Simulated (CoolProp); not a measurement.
Saturation properties of cyclopentane.

Values from CoolProp's reference Helmholtz-energy equation of state, Gedanitz 2015.

```json
[
 {"T (K)": "273.6", "p (MPa)": "0.01454", "liquid density (kg/m³)": "764.2", "liquid cp (kJ/(kg K))": "1.698", "vapour Z": "0.9917", "liquid conductivity (mW/(m K))": "136"},
 {"T (K)": "280.4", "p (MPa)": "0.01998", "liquid density (kg/m³)": "757.7", "liquid cp (kJ/(kg K))": "1.728", "vapour Z": "0.9894", "liquid conductivity (mW/(m K))": "133"},
 {"T (K)": "287.1", "p (MPa)": "0.02687", "liquid density (kg/m³)": "751.2", "liquid cp (kJ/(kg K))": "1.758", "vapour Z": "0.9868", "liquid conductivity (mW/(m K))": "131"},
 {"T (K)": "293.9", "p (MPa)": "0.03572", "liquid density (kg/m³)": "744.6", "liquid cp (kJ/(kg K))": "1.790", "vapour Z": "0.9837", "liquid conductivity (mW/(m K))": "128"},
 {"T (K)": "300.7", "p (MPa)": "0.04677", "liquid density (kg/m³)": "737.9", "liquid cp (kJ/(kg K))": "1.823", "vapour Z": "0.9800", "liquid conductivity (mW/(m K))": "126"},
 {"T (K)": "307.5", "p (MPa)": "0.06041", "liquid density (kg/m³)": "731.1", "liquid cp (kJ/(kg K))": "1.857", "vapour Z": "0.9759", "liquid conductivity (mW/(m K))": "123"},
 {"T (K)": "314.2", "p (MPa)": "0.07676", "liquid density (kg/m³)": "724.3", "liquid cp (kJ/(kg K))": "1.891", "vapour Z": "0.9713", "liquid conductivity (mW/(m K))": "121"},
 {"T (K)": "321", "p (MPa)": "0.09675", "liquid density (kg/m³)": "717.3", "liquid cp (kJ/(kg K))": "1.927", "vapour Z": "0.9660", "liquid conductivity (mW/(m K))": "118"},
 {"T (K)": "327.8", "p (MPa)": "0.1206", "liquid density (kg/m³)": "710.2", "liquid cp (kJ/(kg K))": "1.963", "vapour Z": "0.9602", "liquid conductivity (mW/(m K))": "116"}
]
```

It boils at 322.4 K under 1 atm.

Thermal conductivity comes from a separate model (Vassiliou 2015).
